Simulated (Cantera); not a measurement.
Cantera run:

```python
import numpy as np
import cantera as ct

gas_names = """
    H HNO HNO2 HNO3 HO2 H2 H2O H2O2 N NH NH2 NH3 NH2OH NO NO2 NO3 N2 N2H2 N2H4 N2O O OH O2 O3 Si SiH
    SiH2 SiH3 SiH4 SiN SiO SiO2 Si2 Si2N Si3
""".split()
cond_names = """
    H2O(s) H2O(L) Si(cr) Si(L) SiO2(Lqz) SiO2(hqz) SiO2(L) Si2N2O(s) Si3N4(a)
""".split()


# ... load() reads the species with a 1 bar reference pressure and builds the phases ...
atoms = {
    'Si': {'Si': 1},
    'N2O': {'N': 2, 'O': 1},
    'H2': {'H': 2},
    'H2O': {'H': 2, 'O': 1},
}
top_T = {'Si2N2O(s)': 2100, 'Si3N4(a)': 2400}  # K; cautious upper limits of use, not melting points


# ... equilibrate(T, P, feed) seeds the gas with the atoms and calls Mixture.equilibrate('TP', solver="vcs", rtol=1e-11, max_steps=5000) ...
results = []
feed = {'Si': 1, 'N2O': 0.2, 'H2': 3.2, 'H2O': 0.065}  # mol
P = 10000  # Pa
for T in [1500, 1550, 1600, 1650, 1700, 1750, 1800, 1850, 1900, 1950, 2000]:
    mix = equilibrate(T, P, feed)
    results.append((T, P, feed, dict(zip(mix.species_names, mix.species_moles))))

top = {s: max(r[3][s] / sum(r[3][g] for g in gas_names) for r in results) for s in gas_names}
cols = sorted((s for s in top if top[s] > 1e-05), key=lambda s: -top[s])[:9]
seen = [c for c in cond_names if any(r[3].get(c, 0) > 1e-12 for r in results)]
print("log10 of partial pressures in bar; condensed amounts in mol")
print(f"{'T/K':>10s}" + "".join(f"{s[:9]:>10s}" for s in cols + seen))
for T, P, feed, n in results:
    ng = sum(n[g] for g in gas_names)
    print(f"{T:10.4g}" + "".join(f"{np.log10(max(n[s] / ng * P / 1e5, 1e-99)):10.3f}" for s in cols)
          + "".join(f"{n.get(c, 0):10.4g}" for c in seen))
```

It prints:

```
log10 of partial pressures in bar; condensed amounts in mol
       T/K        H2       SiO        N2         H        Si      SiH2       SiH      Si2N    Si(cr)     Si(L) SiO2(hqz) Si2N2O(s)
      1500    -1.002    -3.286    -7.101    -5.256    -7.978    -6.827    -7.973   -11.243     0.559         0   0.02399       0.2
      1550    -1.006    -2.903    -6.560    -5.005    -7.479    -6.559    -7.562   -10.538    0.5469         0   0.01184       0.2
      1600    -1.009    -2.709    -5.890    -4.769    -7.011    -6.309    -7.177    -9.796     0.535         0         0       0.2
      1650    -1.009    -2.708    -5.080    -4.546    -6.572    -6.071    -6.815    -9.010    0.5352         0         0    0.1997
      1700    -1.009    -2.700    -4.318    -4.336    -6.168    -5.857    -6.483    -8.289         0    0.5365         0    0.1984
      1750    -1.011    -2.659    -3.598    -4.139    -5.824    -5.692    -6.208    -7.679         0    0.5433         0    0.1915
      1800    -1.018    -2.537    -3.003    -3.955    -5.498    -5.542    -5.950    -7.147         0    0.5686         0    0.1662
      1850    -1.035    -2.325    -2.538    -3.786    -5.191    -5.410    -5.712    -6.693         0    0.6372         0   0.09738
      1900    -1.059    -2.149    -2.271    -3.630    -4.899    -5.293    -5.490    -6.350         0    0.7342         0         0
      1950    -1.060    -2.149    -2.272    -3.470    -4.623    -5.160    -5.269    -6.151         0    0.7336         0         0
      2000    -1.060    -2.150    -2.272    -3.319    -4.361    -5.034    -5.060    -5.963         0    0.7326         0         0
```

Equilibrium computed with Cantera from the NASA thermochemical tables; the gas is ideal and each condensed phase is pure. Mutual solubility and eutectic melting of coexisting phases are not modelled. The tables hold silica as quartz up to 1696 K and as liquid above; real silica turns to tridymite and cristobalite and melts near 1996 K. Gases not in the tables: Si2H6 and higher silanes.
